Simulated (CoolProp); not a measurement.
Vapour-liquid equilibrium of trans-2-butene (1) + methanol (2) at 1170 kPa; x and y are mole fractions of (1).

The numbers come from the multi-fluid Helmholtz-energy mixture model, Lemmon 2005 and de Reuck 1993; pair parameters Bell 2016 in CoolProp.

| x | bubble temperature (K) | y at the bubble point | dew temperature at overall composition x (K) | liquid density (mol/L) |
|---|---|---|---|---|
| 0.05 | 399.4 | 0.342 | 413.8 | 19.95 |
| 0.125 | 379.6 | 0.630 | 410.4 | 19.01 |
| 0.2 | 368.4 | 0.740 | 406.8 | 17.87 |
| 0.275 | 363.6 | 0.780 | 403.0 | 16.66 |
| 0.35 | 361.9 | 0.794 | ___ | 15.47 |
| 0.425 | 361.5 | 0.797 | ___ | 14.37 |
| 0.5 | 361.4 | 0.797 | 389.6 | 13.37 |
| 0.575 | 361.3 | ___ | 384.1 | 12.47 |
| 0.65 | ___ | 0.805 | ___ | 11.68 |
| 0.725 | 360.4 | 0.817 | 370.2 | 11.00 |
| 0.8 | 359.8 | 0.841 | 361.2 | 10.40 |
| 0.875 | 359.4 | ___ | 359.4 | 9.883 |
| 0.95 | 359.8 | 0.940 | 359.9 | 9.420 |

**Question.** Some entries are withheld; supply them.

**Answer.** 
- 0.35, dew temperature at overall composition x (K): 398.9
- 0.425, dew temperature at overall composition x (K): 394.5
- 0.575, y at the bubble point: 0.799
- 0.65, bubble temperature (K): 360.9
- 0.65, dew temperature at overall composition x (K): 377.7
- 0.875, y at the bubble point: 0.879

y crosses x between x = 0.875 and 0.95: the model has an azeotrope there.

The pair parameters rest on a limited set of measurements; away from them the model extrapolates. With so large a gap from Raoult's law the liquid may split in two, which this calculation doesn't test in full.
